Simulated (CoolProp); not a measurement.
Properties of acetone along the isobar 1.01 bar.

The numbers come from the reference Helmholtz-energy equation of state, Lemmon 2006 in CoolProp. It is a short technical equation, of lower accuracy than the large ones.

```
T (K)  phase  speed of sound (m/s)  fugacity coefficient
-----  -----  --------------------  --------------------
433.3    gas                   ___                0.9849
438.6    gas                 258.8                0.9855
444      gas                   ___                0.9862
449.3    gas                   ___                0.9868
454.7    gas                 263.6                0.9874
460      gas                   ___                0.9879
465.3    gas                   ___                0.9884
470.7    gas                 268.2                0.9889
476      gas                 269.7                0.9893
481.4    gas                   ___                0.9897
486.7    gas                   ___                0.9901
492      gas                   ___                0.9905
497.4    gas                 275.7                0.9909
```

Task: What belongs in the gaps?

Result: 
- 433.3, speed of sound (m/s): 257.2
- 444, speed of sound (m/s): 260.4
- 449.3, speed of sound (m/s): 262.0
- 460, speed of sound (m/s): 265.1
- 465.3, speed of sound (m/s): 266.6
- 481.4, speed of sound (m/s): 271.2
- 486.7, speed of sound (m/s): 272.7
- 492, speed of sound (m/s): 274.2
